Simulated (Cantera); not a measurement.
**Diamond growth**

A diamond (100) surface in a fixed gas of H2 with x(CH4) = 0.0036, x(CH3) = 0.0009, at 900 K, 0.0200 bar; coverages are run to steady state.

Cantera simulation using the Harris–Goodwin 1993 mechanism for the reconstructed diamond (100) surface; the numbers are that mechanism's predictions, not measurements.

```csv
x(H),growth (µm/h),θ c6HH,θ c6H*,θ c6*H,θ c6**,θ c6HM
0.0001,0.498,0.117,0.00154,0.0430,0.000182,0.674
0.0002,0.910,0.168,0.00233,0.0653,0.000431,0.615
0.00042,1.61,0.250,0.00361,0.101,0.000945,0.519
0.00086,2.54,0.353,0.00521,0.146,0.00169,0.398
0.0017,3.48,0.456,0.00682,0.191,0.00250,0.276
0.0036,4.37,0.552,0.00832,0.233,0.00327,0.164
0.0073,4.95,0.614,0.00929,0.259,0.00377,0.0912
0.015,5.29,0.651,0.00989,0.276,0.00408,0.0475
0.031,5.48,0.672,0.0103,0.284,0.00426,0.0238
```
θ: site fractions in the mechanism's names (c6HH fully hydrogenated, c6H* and c6*H radical sites, c6** diradical, c6HM methylated).
